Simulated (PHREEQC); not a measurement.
Solution (25 °C): 0.0042 mol/kgw ZnSO4, 0.02 mol/kgw NaCl and 0.0013 mol/kgw NiCl2. Closed to the air; pH follows from the charge balance.

Equilibrium calculation in PHREEQC: ion-association model, wateq4f.dat.

```json
{
  "pH": "5.79",
  "ionic_strength": "0.0367 mol/kgw"
}
```

```json
[
 {"species": "Cl-", "molality": "0.0225", "activity": "0.0187", "log γ": "-0.080"},
 {"species": "Na+", "molality": "0.0198", "activity": "0.0167", "log γ": "-0.075"},
 {"species": "Zn+2", "molality": "0.00341", "activity": "0.00178", "log γ": "-0.284"},
 {"species": "SO4-2", "molality": "0.00318", "activity": "0.00160", "log γ": "-0.299"},
 {"species": "Ni+2", "molality": "0.00110", "activity": "0.000544", "log γ": "-0.306"},
 {"species": "ZnSO4", "molality": "0.000659", "activity": "0.000665", "log γ": "0.004"},
 {"species": "NiSO4", "molality": "0.000168", "activity": "0.000170", "log γ": "0.004"},
 {"species": "NaSO4-", "molality": "0.000158", "activity": "0.000134", "log γ": "-0.073"},
 {"species": "ZnCl+", "molality": "0.000107", "activity": "8.94e-5", "log γ": "-0.078"},
 {"species": "NiCl+", "molality": "3.05e-5", "activity": "2.56e-5", "log γ": "-0.076"},
 {"species": "Zn(SO4)2-2", "molality": "1.75e-5", "activity": "8.64e-6", "log γ": "-0.306"},
 {"species": "H+", "molality": "1.88e-6", "activity": "1.62e-6", "log γ": "-0.062"},
 {"species": "ZnCl2", "molality": "1.73e-6", "activity": "1.75e-6", "log γ": "0.004"}
]
```

No solid was allowed to form. Species that the database lacks are ignored.
